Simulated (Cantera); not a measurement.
Charge: 1 mol CH2F2, 0.35 mol F2, equilibrated at 0.600 bar.

These are equilibrium values from Cantera (NASA tables, ideal gas, pure condensed phases), not measurements of a reactor. Candidate condensed phases: C, C6H6, C7H8, C8H18; 95 gas species. Condensed phases not in the tables: fluorocarbon polymer. Gases not in the tables: C2F6 and larger saturated fluorocarbons. The numbers say what is thermodynamically allowed, not how fast it happens. All values below are at 798 K.

Base state: HF 0.919, CF4 0.0805, H2F2 4.89e-5 (mole fractions); condensed: C(graphite).

What changes in the equilibrium state with this change: F2 from 0.35 to 0.014 mol?


```tsv
species	before	after
HF	0.919	0.996
CF4	0.0805	0.00349
H2F2	4.89e-5	5.74e-5
C(graphite), mol	0.825	0.993
```
